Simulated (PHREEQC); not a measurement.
Consider water at 25 °C with 0.0045 mol/kgw FeSO4, 0.0023 mol/kgw MgSO4, 0.042 mol/kgw H2SO4 and 0.027 mol/kgw Na2SO4. It is in equilibrium with CO2 at log p = -2 (atm). Otherwise closed; pH follows from the charge balance.

All values are PHREEQC results (ion-association model, phreeqc.dat), not measurements.

| quantity | before | after |
|---|---|---|
| pH | 1.47 | 1.60 |
| ionic strength (mol/kgw) | 0.134 | 0.112 |
| HSO4- (mol/kgw) | 0.0417 | 0.0523 |
| SO4-2 (mol/kgw) | 0.0286 | 0.0181 |
| Mg+2 (mol/kgw) | 0.00126 | 0.00102 |
| MgSO4 (mol/kgw) | 0.00104 | 0.00128 |

### Question
Which change was made?
A) Na2SO4 left out
B) FeSO4 from 0.0045 to 0.0225 mol/kgw
C) temperature from 25 to 65 °C
D) FeSO4 replaced by Al2(SO4)3 at the same molality

### Answer
C, temperature from 25 to 65 °C

Precipitation was switched off in this run. Constants without temperature data keep their 25 °C values here.
